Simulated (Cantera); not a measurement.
Mixture: 11.1 % CH4, 6.00 % CO, 18.0 % O2, 64.9 % N2, equivalence ratio 1.4, at 5.00 bar, adiabatic and at constant volume. Ignition delay is the time to a rise of 400 K.

Computed with Cantera and GRI-Mech 3.0 (53 species, 325 reactions).

Problem. At T0 = 1675 K, what is the delay, and which 7 reactions control it most (d ln τ / d ln k, from doubling and halving each rate constant)?

Solution. The delay is 73.6 µs.
| reaction | d ln τ / d ln k | faster rate |
|---|---|---|
| CH3 + O2 <=> CH3O + O | -0.43 | shortens it |
| H + O2 <=> O + OH | -0.31 | shortens it |
| 2 CH3 (+M) <=> C2H6 (+M) | 0.26 | lengthens it |
| CH4 + H <=> CH3 + H2 | 0.23 | lengthens it |
| CH3 + O2 <=> CH2O + OH | -0.15 | shortens it |
| CH3 + HO2 <=> CH3O + OH | -0.15 | shortens it |
| 2 CH3 <=> C2H5 + H | -0.12 | shortens it |
